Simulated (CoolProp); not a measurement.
A simple Rankine cycle with 1,2-dichloroethane: condensing at 313.15 K, boiler at 3.56 MPa, turbine inlet 499 K, turbine efficiency 0.75, pump efficiency 0.6, no recuperator. Each further row changes one setting.

Values from CoolProp's reference Helmholtz-energy equation of state, Thol 2015.

```tsv
case	thermal efficiency (%)	net work (kJ/kg)	heat in (kJ/kg)	turbine exit temperature (K)	volume ratio over the turbine
as stated	15.8	42.1	266	313.1	717
condensing temperature 305.15 K	16.7	46.2	276	305.1	1010
boiler pressure 2.49 MPa	16.1	43.2	268	313.1	713
turbine efficiency 0.65	13.5	35.8	266	313.1	737
```

The expansion ends wet for: as stated; condensing temperature 305.15 K; boiler pressure 2.49 MPa; turbine efficiency 0.65.
